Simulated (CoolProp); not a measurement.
Values from CoolProp's reference Helmholtz-energy equation of state, Akasaka 2024.

Give the vapour pressure (bar), vapour density (kg/m³), enthalpy of vaporisation (kJ/kg), liquid cp (kJ/(kg K)) of saturated R1132(E) at 265.3 K.


```tsv
T (K)	p (bar)	vapour density (kg/m³)	enthalpy of vaporisation (kJ/kg)	liquid cp (kJ/(kg K))
265.3	6.35	20.9	261	1.72
```
